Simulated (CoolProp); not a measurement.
Vapour pressure (MPa) of ethanol: the reference equation beside estimates from Tc = 514.7 K, pc = 6.268 MPa, ω = 0.644.

Values from CoolProp's reference Helmholtz-energy equation of state, Schroeder 2014.

| T (K) | reference | van der Waals | Soave-Redlich-Kwong | Peng-Robinson |
|---|---|---|---|---|
| 252.2 | 0.0003194 | ___ | 0.0002290 | 0.0002863 |
| 261 | 0.0006513 | 0.1915 | 0.0004986 | 0.0006064 |
| 269.8 | 0.001261 | 0.2382 | 0.001021 | 0.001211 |
| 278.7 | 0.002346 | 0.2932 | 0.001991 | 0.002309 |
| 287.5 | 0.004155 | ___ | ___ | ___ |
| 296.3 | 0.007082 | 0.4269 | 0.006453 | 0.007208 |
| 305.1 | 0.01166 | 0.5075 | 0.01090 | 0.01199 |
| 314 | 0.01868 | 0.5989 | 0.01785 | 0.01935 |
| 322.8 | 0.02892 | ___ | 0.02810 | 0.03007 |
| 331.6 | 0.04359 | 0.8114 | 0.04291 | 0.04541 |
| 340.5 | 0.06439 | 0.9358 | ___ | 0.06705 |
| 349.3 | 0.09258 | 1.071 | ___ | 0.09621 |
| 358.1 | 0.1304 | 1.218 | 0.1311 | 0.1351 |
| 366.9 | 0.1801 | 1.378 | 0.1816 | 0.1858 |

Task: Some entries are withheld; supply them.

Result: 
- 252.2, van der Waals: 0.1517
- 287.5, van der Waals: 0.3557
- 287.5, Soave-Redlich-Kwong: 0.003666
- 287.5, Peng-Robinson: 0.004168
- 322.8, van der Waals: 0.6997
- 340.5, Soave-Redlich-Kwong: 0.06401
- 349.3, Soave-Redlich-Kwong: 0.09267

Absolute difference from the reference over all 14 rows, mean and median: van der Waals 9830.2 and 3679.3 %, Soave-Redlich-Kwong 8.9 and 5.5 %, Peng-Robinson 3.9 and 3.8 %.
